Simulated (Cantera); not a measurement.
Cantera run, input and output.

```python
import numpy as np
import cantera as ct

gas = ct.Solution("gri30.yaml")
gas.TPX = 575, 500000, {'CO': 1, 'H2': 0.039, 'O2': 0.289, 'N2': 1.09}
inlet = ct.Reservoir(gas, clone=True)
gas.equilibrate("HP")  # start burning
reactor = ct.IdealGasConstPressureReactor(gas, energy="on", clone=False)
exhaust = ct.Reservoir(gas, clone=True)
tau = [0.35, 0.11, 0.037, 0.012, 0.004, 0.0013, 0.00042, 0.00014, 4.5e-05, 1.5e-05][0]
for a, b in ((inlet, reactor), (reactor, exhaust)):
    ct.MassFlowController(a, b, mdot=lambda t: reactor.mass / tau)
net = ct.ReactorNet([reactor])
show = ['CO', 'H2', 'O2', 'CO2', 'N2O']

rows = []
print(f"{'tau/s':>10s}{'T/K':>9s}" + "".join(f"{s:>11s}" for s in show))
for tau in [0.35, 0.11, 0.037, 0.012, 0.004, 0.0013, 0.00042, 0.00014, 4.5e-05, 1.5e-05]:
    net.initial_time = 0.0
    net.advance(30 * tau)
    before = gas.X
    net.advance(40 * tau)
    drift = np.max(np.abs(gas.X - before) / (gas.X + 1e-9))
    rows.append([gas.T, *gas[show].X, drift])
    print(f"{tau:10.3e}{gas.T:9.1f}" + "".join(f"{x:11.3e}" for x in gas[show].X))
```

It prints:

```
     tau/s      T/K         CO         H2         O2        CO2        N2O
 3.500e-01   2448.9  2.153e-01  2.186e-03  2.518e-04  2.538e-01  5.849e-08
 1.100e-01   2447.1  2.155e-01  2.184e-03  3.139e-04  2.536e-01  6.520e-08
 3.700e-02   2442.6  2.159e-01  2.178e-03  4.791e-04  2.531e-01  8.193e-08
 1.200e-02   2431.1  2.168e-01  2.169e-03  9.320e-04  2.517e-01  1.207e-07
 4.000e-03   2406.5  2.190e-01  2.163e-03  2.032e-03  2.486e-01  1.901e-07
 1.300e-03   2354.3  2.238e-01  2.177e-03  4.535e-03  2.418e-01  2.949e-07
 4.200e-04   2256.9  2.327e-01  2.229e-03  9.145e-03  2.293e-01  4.145e-07
 1.400e-04   2109.6  2.454e-01  2.283e-03  1.558e-02  2.114e-01  5.084e-07
 4.500e-05   1898.6  2.631e-01  2.233e-03  2.462e-02  1.863e-01  5.754e-07
 1.500e-05    575.0  4.136e-01  1.613e-02  1.195e-01 -3.695e-15 -1.623e-20
```

Detailed kinetics in Cantera: GRI-Mech 3.0 (53 species, 325 reactions). The hydrogen kinetics of GRI-Mech 3.0 are dated; newer H2 mechanisms differ, most at raised pressure.
